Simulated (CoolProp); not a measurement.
1000 sccm (0 °C, 1 atm) of nitrogen bubbles through liquid toluene at 361 K and leaves saturated at a total pressure of 0.15 MPa (ideal gas phase). Each further row changes one setting.

The numbers come from the reference Helmholtz-energy equation of state, Lemmon 2006 in CoolProp. It is a short technical equation, of lower accuracy than the large ones.

| case | vapour pressure (kPa) | mole fraction of vapour | delivery (mg/min) | delivery (sccm) | change of delivery for a bath 1 K warmer (%) |
|---|---|---|---|---|---|
| as stated | 50.6 | 0.337 | … | … | 5.1 |
| bath temperature 366 K | … | 0.397 | 2700 | … | 5.4 |
| total pressure 0.3 MPa | 50.6 | … | 834 | … | 4.0 |

Question: Fill in the missing entries.

Answer: 
- as stated, delivery (mg/min): 2090
- as stated, delivery (sccm): 509
- bath temperature 366 K, vapour pressure (kPa): 59.5
- bath temperature 366 K, delivery (sccm): 657
- total pressure 0.3 MPa, mole fraction of vapour: 0.169
- total pressure 0.3 MPa, delivery (sccm): 203
